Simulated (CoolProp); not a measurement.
Vapour-liquid equilibrium of diethyl ether (1) + methanol (2) at 1.61 MPa; x and y are mole fractions of (1).

Model: multi-fluid Helmholtz-energy mixture model, Thol 2014 and de Reuck 1993; pair parameters Bell 2016, in CoolProp.

```
x     bubble temperature (K)  y at the bubble point  dew temperature at overall composition x (K)  liquid density (mol/L)
----  ----------------------  ---------------------  --------------------------------------------  ----------------------
0.05                   426.6                  0.093                                         427.8                   18.59
0.15                   422.1                  0.242                                         424.8                   16.39
0.25                   418.8                  0.353                                         421.8                   14.54
0.35                   416.4                  0.442                                         418.9                   12.99
0.45                   414.8                  0.518                                         416.3                   11.68
0.55                   413.8                  0.588                                         414.3                   10.56
0.65                   413.3                  0.660                                         413.3                   9.608
0.75                   413.3                  0.737                                         413.4                   8.788
0.85                   414.2                  0.827                                         414.5                   8.077
0.95                   416.0                  0.935                                         416.3                   7.448
```

y crosses x between x = 0.65 and 0.75: the model has an azeotrope there.

The pair parameters rest on a limited set of measurements; away from them the model extrapolates.
